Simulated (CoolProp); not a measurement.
Vapour-liquid equilibrium of R125 (1) + R1234yf (2) at 0.0361 MPa; x and y are mole fractions of (1).

Computed with CoolProp (multi-fluid Helmholtz-energy mixture model, Lemmon 2005 and Lemmon 2022; pair parameters Bell 2023).

### Question
Give the bubble temperature and the first vapour's composition at x = 0.125, 0.35, 0.5. Is there an azeotrope?

### Answer
x = 0.125: -53.8 °C, y = 0.263; x = 0.35: -58.3 °C, y = 0.576; x = 0.5: -60.8 °C, y = 0.717. No azeotrope shows between x = 0.05 and 0.95.

Pair parameters are fitted to limited data, so mixtures are less certain than the pure fluids.
